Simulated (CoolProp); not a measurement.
Vapour-liquid equilibrium of R152A (1) + R227EA (2) at 55.45 °C; x and y are mole fractions of (1).

The numbers come from the multi-fluid Helmholtz-energy mixture model, Outcalt 1996 and Lemmon 2016; pair parameters Bell 2016 in CoolProp.

**Question.** Give the bubble pressure and the first vapour's composition at x = 0.125, 0.5, 0.8. Is there an azeotrope?

**Answer.** x = 0.125: 1.074 MPa, y = 0.141; x = 0.5: 1.195 MPa, y = 0.553; x = 0.8: 1.296 MPa, y = 0.827. No azeotrope shows between x = 0.05 and 0.95.

Pair parameters are fitted to limited data, so mixtures are less certain than the pure fluids. The gap from Raoult's law changes sign with composition, which may be real or a fault of the pair parameters; it wasn't checked against measurements.
